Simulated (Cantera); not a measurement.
## Adiabatic ignition

An adiabatic, constant-pressure homogeneous reactor starts with C3H8 : O2 : N2 = 1 : 4.55 : 33.6 (molar parts), equivalence ratio 1.1, at 1473 K and 0.490 bar.

Detailed kinetics in Cantera: GRI-Mech 3.0 (53 species, 325 reactions). GRI-Mech 3.0 was tuned for natural gas; its chemistry of propane as a main component is partial and can be far from experiment.

```tsv
t (s)	T (K)	x C3H8	x O2	x C2H	x CO2	x NO
1.00e-6	1473	0.0255	0.116	<1e-12	3.41e-11	<1e-12
2.63e-6	1472	0.0255	0.116	<1e-12	2.52e-9	<1e-12
6.92e-6	1471	0.0252	0.116	<1e-12	9.62e-8	<1e-12
1.82e-5	1467	0.0245	0.116	1.98e-12	2.10e-6	2.02e-12
4.79e-5	1462	0.0221	0.115	5.13e-11	2.46e-5	3.03e-11
0.000126	1467	0.0148	0.111	1.66e-9	0.000154	2.93e-10
0.000331	2075	<1e-12	0.0157	<1e-12	0.0307	2.75e-5
0.000872	2211	<1e-12	0.0128	<1e-12	0.0345	9.94e-5
0.00229	2350	<1e-12	0.00921	<1e-12	0.0394	0.000310
0.00603	2441	<1e-12	0.00613	<1e-12	0.0440	0.000819
0.0159	2462	<1e-12	0.00503	<1e-12	0.0453	0.00173
0.0418	2459	<1e-12	0.00469	<1e-12	0.0451	0.00282
0.110	2458	<1e-12	0.00459	<1e-12	0.0450	0.00321
0.289	2458	<1e-12	0.00458	<1e-12	0.0450	0.00322
0.760	2458	<1e-12	0.00458	<1e-12	0.0450	0.00322
2.00	2458	<1e-12	0.00458	<1e-12	0.0450	0.00322
```
x: mole fraction; the columns are a selection and need not sum to one.

```
Item                                                                Result
---------------------------------  ---------------------------------------
time of steepest temperature rise                                 0.243 ms
temperature at 2.00 s                                               2458 K
equilibrium temperature                                             2458 K
x(C3H8) at 2.00 s                    <1e-12 (gas-phase equilibrium <1e-12)
x(O2) at 2.00 s                    0.00458 (gas-phase equilibrium 0.00458)
x(C2H) at 2.00 s                     <1e-12 (gas-phase equilibrium <1e-12)
```
